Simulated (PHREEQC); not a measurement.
Solution (23 °C): 0.0042 mol HF, 0.00028 mol NaF and 0.00029 mol H2SO4 per kg of water. Closed to the air; pH follows from the charge balance.

Model: ion-association model, wateq4f.dat, run in PHREEQC.

Precipitation was switched off in this run.

Task: Predict the pH.

Result: pH 2.80.

Task: In which forms is F present?

Result: HF 67 %, F- 31 %, H2F2 1.1 %, HF2- 0.7 % of the F.

Species that the database lacks are ignored.
